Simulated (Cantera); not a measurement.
A perfectly stirred reactor is fed with CH4 : CO2 : H2 = 1 : 1.6 : 0.41 (molar parts), at 143 Torr; it is held at 1650 K, and followed from long to short residence time.

Computed with Cantera and GRI-Mech 3.0 (53 species, 325 reactions).

x: mole fraction; the columns are a selection and need not sum to one.

```json
[
 {"τ (s)": "2.5", "x CH4": "0.0292", "x CO2": "0.0943", "x H2": "0.266", "x CH2": "?", "x HO2": "<1e-12"},
 {"τ (s)": "1.0", "x CH4": "0.0443", "x CO2": "0.130", "x H2": "0.228", "x CH2": "?", "x HO2": "<1e-12"},
 {"τ (s)": "0.40", "x CH4": "0.0710", "x CO2": "0.186", "x H2": "0.202", "x CH2": "1.91e-7", "x HO2": "<1e-12"},
 {"τ (s)": "0.16", "x CH4": "0.118", "x CO2": "0.273", "x H2": "0.195", "x CH2": "2.02e-7", "x HO2": "<1e-12"},
 {"τ (s)": "0.062", "x CH4": "0.185", "x CO2": "0.380", "x H2": "0.195", "x CH2": "1.98e-7", "x HO2": "<1e-12"},
 {"τ (s)": "0.024", "x CH4": "0.250", "x CO2": "0.461", "x H2": "0.180", "x CH2": "2.01e-7", "x HO2": "<1e-12"},
 {"τ (s)": "0.0097", "x CH4": "0.293", "x CO2": "0.503", "x H2": "0.159", "x CH2": "2.00e-7", "x HO2": "<1e-12"},
 {"τ (s)": "0.0038", "x CH4": "0.317", "x CO2": "0.522", "x H2": "0.144", "x CH2": "?", "x HO2": "<1e-12"},
 {"τ (s)": "0.0015", "x CH4": "0.328", "x CO2": "0.529", "x H2": "0.138", "x CH2": "?", "x HO2": "<1e-12"}
]
```

Task: Complete the blanks.

Result: 
- 2.5, x CH2: 1.01e-7
- 1.0, x CH2: 1.50e-7
- 0.0038, x CH2: 1.71e-7
- 0.0015, x CH2: 1.06e-7
